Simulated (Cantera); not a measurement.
Source: NASA polynomial tables (part measured, part estimated), evaluated in Cantera. Values are per mole of reaction as written; species without (g) are pure solids or liquids, kept so even where they would boil at 1 bar.

Q: Between 300 and 575 K, where is each reaction favourable under standard conditions?
- 4 P2(g) + 10 NO2(g) → 2 P4O10 + 5 N2(g)

A: 
- 4 P2(g) + 10 NO2(g) → 2 P4O10 + 5 N2(g): ΔG° is -6379 kJ at 300 K and -5879 kJ at 575 K; it stays negative (K > 1). ΔH° is -6897 kJ and ΔS° -1770 J/K at 575 K.
